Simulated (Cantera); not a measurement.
An adiabatic, constant-pressure homogeneous reactor starts with 5.78 % CH4, 1.39 % H2, 19.5 % O2, 73.4 % N2, at 1373 K and 2000000 Pa.

Computed with Cantera and GRI-Mech 3.0 (53 species, 325 reactions). The pressure lies above the range GRI-Mech 3.0 was tuned for (to about 10 atm).

x: mole fraction; the columns are a selection and need not sum to one.

| t (s) | T (K) | x CH4 | x H2 | x O2 | x O | x CH2CO | x HCO |
|---|---|---|---|---|---|---|---|
| 7.00e-6 | 1373 | 0.0578 | 0.0139 | 0.195 | … | <1e-12 | 2.80e-12 |
| 1.99e-5 | 1373 | 0.0577 | 0.0138 | 0.195 | … | 6.81e-11 | 2.56e-10 |
| 5.68e-5 | 1396 | 0.0546 | 0.0133 | 0.192 | … | 1.53e-6 | 1.18e-7 |
| 0.000162 | 2582 | <1e-12 | 0.000921 | 0.0713 | 0.00129 | <1e-12 | 1.61e-9 |
| 0.000461 | 2578 | <1e-12 | 0.000911 | 0.0701 | 0.00125 | <1e-12 | 1.56e-9 |
| 0.00131 | 2569 | <1e-12 | 0.000891 | 0.0677 | 0.00118 | <1e-12 | 1.47e-9 |
| 0.00374 | 2560 | <1e-12 | 0.000872 | 0.0654 | 0.00111 | <1e-12 | 1.38e-9 |
| 0.0106 | 2559 | <1e-12 | 0.000869 | 0.0650 | 0.00110 | <1e-12 | 1.37e-9 |
| 0.0303 | 2559 | <1e-12 | 0.000869 | 0.0650 | 0.00110 | <1e-12 | 1.37e-9 |
| 0.0863 | 2559 | <1e-12 | 0.000869 | 0.0650 | 0.00110 | <1e-12 | 1.37e-9 |
| 0.246 | 2559 | <1e-12 | 0.000869 | 0.0650 | 0.00110 | <1e-12 | 1.37e-9 |
| 0.700 | 2559 | <1e-12 | 0.000869 | 0.0650 | 0.00110 | <1e-12 | 1.37e-9 |

Q: Fill in the missing entries.

A: 
- 7.00e-6, x O: 1.32e-8
- 1.99e-5, x O: 1.40e-7
- 5.68e-5, x O: 1.41e-6
